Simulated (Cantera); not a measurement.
## SiH4 + NO + N2 (silicon oxide and oxynitride deposition)

Charge: 1 mol SiH4, 3.6 mol NO, 40 mol N2, held at 0.133 bar.

These are equilibrium values from Cantera (NASA tables, ideal gas, pure condensed phases), not measurements of a reactor. Candidate condensed phases: H2O, Si, SiO2, Si2N2O, Si3N4; 35 gas species. The tables hold silica as quartz up to 1696 K and as liquid above; real silica turns to tridymite and cristobalite and melts near 1996 K. Equilibrium is a limit: real reactors are often held back by kinetics, nucleation or transport.

```json
[
 {"T (K)": "1650", "log p N2": "-0.90", "log p H2O": "-2.31", "log p H2": "-2.91", "log p H": "-5.50", "n SiO2(β-quartz)": "1.000", "n SiO2(condensed)": "0"},
 {"T (K)": "1675", "log p N2": "-0.90", "log p H2O": "-2.31", "log p H2": "-2.92", "log p H": "-5.39", "n SiO2(β-quartz)": "1.000", "n SiO2(condensed)": "0"},
 {"T (K)": "1700", "log p N2": "-0.90", "log p H2O": "-2.31", "log p H2": "-2.92", "log p H": "-5.29", "n SiO2(β-quartz)": "0", "n SiO2(condensed)": "1.000"},
 {"T (K)": "1725", "log p N2": "-0.90", "log p H2O": "-2.31", "log p H2": "-2.92", "log p H": "-5.19", "n SiO2(β-quartz)": "0", "n SiO2(condensed)": "1.000"},
 {"T (K)": "1750", "log p N2": "-0.90", "log p H2O": "-2.31", "log p H2": "-2.92", "log p H": "-5.09", "n SiO2(β-quartz)": "0", "n SiO2(condensed)": "1.000"},
 {"T (K)": "1775", "log p N2": "-0.90", "log p H2O": "-2.31", "log p H2": "-2.92", "log p H": "-5.00", "n SiO2(β-quartz)": "0", "n SiO2(condensed)": "1.000"},
 {"T (K)": "1800", "log p N2": "-0.90", "log p H2O": "-2.31", "log p H2": "-2.92", "log p H": "-4.90", "n SiO2(β-quartz)": "0", "n SiO2(condensed)": "1.000"},
 {"T (K)": "1825", "log p N2": "-0.90", "log p H2O": "-2.31", "log p H2": "-2.92", "log p H": "-4.81", "n SiO2(β-quartz)": "0", "n SiO2(condensed)": "1.000"},
 {"T (K)": "1850", "log p N2": "-0.90", "log p H2O": "-2.31", "log p H2": "-2.92", "log p H": "-4.73", "n SiO2(β-quartz)": "0", "n SiO2(condensed)": "1.000"}
]
```
log p: log10 of the partial pressure in bar; n: condensed amount in mol.

From 1650 K to 1675 K the condensed part is SiO2(β-quartz). From 1700 K to 1850 K the condensed part is SiO2(condensed). The main Si-bearing gas is SiO throughout.
